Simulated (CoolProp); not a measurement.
A single-stage vapour-compression cycle with nitrous oxide: evaporating at 214.15 K (dew point), condensing at 276.15 K (bubble point), superheat 10 K, subcooling 2 K, compressor efficiency 0.6, no pressure losses. Each further row changes one setting.

Computed with CoolProp (reference Helmholtz-energy equation of state, Lemmon 2006). It is a short technical equation, of lower accuracy than the large ones.

| case | cooling COP | pressure ratio | discharge temperature (K) | refrigerating effect (kJ/kg) | volumetric capacity (kJ/m³) |
|---|---|---|---|---|---|
| as stated | 1.39 | 7.51 | 419.7 | 231 | 2620 |
| evaporating temperature 219.15 K | 1.59 | 6.10 | 403.9 | 234 | 3220 |
| condensing temperature 271.15 K | 1.57 | 6.61 | 405.7 | 242 | 2740 |
| subcooling 7 K | 1.45 | 7.51 | 419.7 | 242 | 2740 |
| superheat 20 K | 1.37 | 7.51 | 436.4 | 240 | 2580 |
| compressor efficiency 0.5 | 1.16 | 7.51 | 450.8 | 231 | 2620 |
